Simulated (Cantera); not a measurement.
## Ignition delay

Mixture: CH4 : O2 : N2 = 1 : 1.18 : 6 (molar parts), equivalence ratio 1.7, at 1.80 bar, adiabatic and at constant pressure. Ignition delay is the time to a rise of 400 K.

Computed with Cantera and GRI-Mech 3.0 (53 species, 325 reactions).

```tsv
T0 (K)	delay (ms)
1273	18.2
1373	5.26
1473	1.66
1573	0.586
1673	0.234
1773	0.107
1873	0.0555
1973	0.0317
2073	0.0195
```

The apparent activation energy between 1873 and 2073 K is 170 kJ/mol.
